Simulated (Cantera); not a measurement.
Input: 1 mol SiH2Cl2, 0.09 mol O3, 16 mol N2, equilibrated at 650 °C and 1.33 mbar.

These are equilibrium values from Cantera (NASA tables, ideal gas, pure condensed phases), not measurements of a reactor. Candidate condensed phases: H2O, NH4Cl, Si, SiO2, Si2N2O, Si3N4; 47 gas species. N2 is the only nitrogen source here; it is nearly inert below about 1500 K, so the nitride shown seldom forms there in practice. The numbers say what is thermodynamically allowed, not how fast it happens.

Q: What is the equilibrium state?

A: 
| Item | Result |
|---|---|
| x(N2) | 0.893 |
| x(HCl) | 0.0820 |
| x(H2) | 0.0165 |
| x(SiCl4) | 0.00826 |
| x(SiCl3) | 7.55e-6 |
| x(SiHCl3) | 5.95e-6 |
| n(Si2N2O(s)) | 0.270 mol |
| n(Si3N4(s)) | 0.105 mol |
| gas amount | 17.38 mol |
| log10 activity of Si(s) (absent) | -6.32 |
